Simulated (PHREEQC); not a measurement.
A solution holds 0.0029 mol/kgw HCl, 0.027 mol/kgw ZnSO4 and 0.15 mol/kgw MnSO4, at 25 °C. It is in equilibrium with CO2 at log p = -3.4 (atm). Otherwise closed; pH follows from the charge balance.

Computed with PHREEQC (ion-association model, wateq4f.dat).

**Question.** The ionic strength comes out as 0.360 mol/kgw. What activity coefficients do MnCl+, Zn+2, Zn(SO4)2-2, Cl-, Mn+2 get?

**Answer.** MnCl+ 0.70, Zn+2 0.27, Zn(SO4)2-2 0.29, Cl- 0.67, Mn+2 0.27.

No solid was allowed to form. Species that the database lacks are ignored.
